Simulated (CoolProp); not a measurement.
Computed with CoolProp (reference Helmholtz-energy equation of state, Setzmann 1991).

Question: Give the vapour pressure (MPa), enthalpy of vaporisation (kJ/kg), vapour viscosity (µPa s), liquid conductivity (mW/(m K)) of saturated methane at -141.25 °C.

Answer: 
| T (°C) | p (MPa) | enthalpy of vaporisation (kJ/kg) | vapour viscosity (µPa s) | liquid conductivity (mW/(m K)) |
|---|---|---|---|---|
| -141.25 | 0.411 | 467 | 5.07 | 155 |

Viscosity comes from a separate model (Quiñones-Cisneros 2006). Thermal conductivity comes from a separate model (Friend 1989).
